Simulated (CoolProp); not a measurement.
n-perfluorohexane along the isobar 1100 kPa: density (kg/m³) from the reference equation and from simpler models built on Tc = 174.9 °C, pc = 1742 kPa, ω = 0.497; each cubic takes its own stable root.

The numbers come from the reference Helmholtz-energy equation of state, Gao 2022 in CoolProp.

| T (°C) | phase | reference |
|---|---|---|
| -24.05 | liquid | 1817 |
| -9.65 | liquid | 1778 |
| 4.85 | liquid | 1738 |
| 19.35 | liquid | 1697 |
| 33.85 | liquid | 1655 |
| 48.25 | liquid | 1612 |
| 62.75 | liquid | 1567 |
| 77.25 | liquid | 1519 |
| 91.75 | liquid | 1468 |

Task: How far does each simpler model (van der Waals, Redlich-Kwong, Soave-Redlich-Kwong) lie from the reference over these 9 states: mean and median of the absolute difference, and the worst?

Result: 
- van der Waals: mean 44.0 %, median 44.0 %, worst -44.3 % at 91.75 °C and 1100 kPa
- Redlich-Kwong: mean 19.2 %, median 18.8 %, worst -21.7 % at 91.75 °C and 1100 kPa
- Soave-Redlich-Kwong: mean 13.5 %, median 13.3 %, worst -14.8 % at 91.75 °C and 1100 kPa
